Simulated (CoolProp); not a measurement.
Vapour-liquid equilibrium of fluoroethane (R161) (1) + R1234yf (2) at 0.0682 MPa; x and y are mole fractions of (1).

Model: multi-fluid Helmholtz-energy mixture model, Wu 2012 and Lemmon 2022; pair parameters Bell 2016, in CoolProp.

```csv
x,bubble temperature (K),y at the bubble point,dew temperature at overall composition x (K),liquid density (mol/L)
0.05,234.4,0.079,234.6,11.50
0.15,233.2,0.220,233.8,11.96
0.25,232.1,0.344,232.9,12.44
0.35,231.1,0.452,232.0,12.95
0.45,230.3,0.549,231.1,13.50
0.55,229.6,0.638,230.3,14.07
0.65,228.9,0.721,229.5,14.69
0.75,228.4,0.800,228.7,15.36
0.85,227.9,0.878,228.1,16.08
0.95,227.5,0.958,227.5,16.85
```

No azeotrope shows between x = 0.05 and 0.95.

Pair parameters are fitted to limited data, so mixtures are less certain than the pure fluids.
